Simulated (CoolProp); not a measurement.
Values from CoolProp's reference Helmholtz-energy equation of state, Lemmon 2006. It is a short technical equation, of lower accuracy than the large ones.

### Question
For carbonyl sulfide, give the phase and the cp (kJ/(kg K)), speed of sound (m/s) at 59.15 °C and 1.01 bar; 78.05 °C and 1.01 bar; 82.85 °C and 1.01 bar.

### Answer
- 59.15 °C and 1.01 bar: gas; cp 0.725, speed of sound 237
- 78.05 °C and 1.01 bar: gas; cp 0.738, speed of sound 244
- 82.85 °C and 1.01 bar: gas; cp 0.741, speed of sound 245
